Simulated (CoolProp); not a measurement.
A single-stage vapour-compression cycle with the fluid: evaporating at 216.15 K (dew point), condensing at 241.15 K (bubble point), superheat 5 K, subcooling 8 K, compressor efficiency 0.8, no pressure losses. The same conditions are run with several fluids, on thermodynamics alone (safety and materials aside).

Model: reference Helmholtz-energy equation of state of each fluid (hydrogen sulfide: Lemmon 2006; R143a: Lemmon and Jacobsen 2000; vinyl chloride: Thol 2022; hydrogen chloride: Thol 2018; R13: Platzer 1990; R125: Lemmon 2005), in CoolProp. The equations of Platzer and Polt are older, rougher fits.

```csv
fluid,cooling COP,pressure ratio,discharge temperature (K),refrigerating effect (kJ/kg),volumetric capacity (kJ/m³)
hydrogen sulfide,6.29,2.96,305.2,514,1160
R143a,6.57,3.18,264.2,215,632
vinyl chloride,6.41,4.00,295.5,368,142
hydrogen chloride,6.16,2.55,301.1,386,3260
R13,6.38,2.49,261.5,123,2420
R125,6.60,3.28,257.7,153,659
```
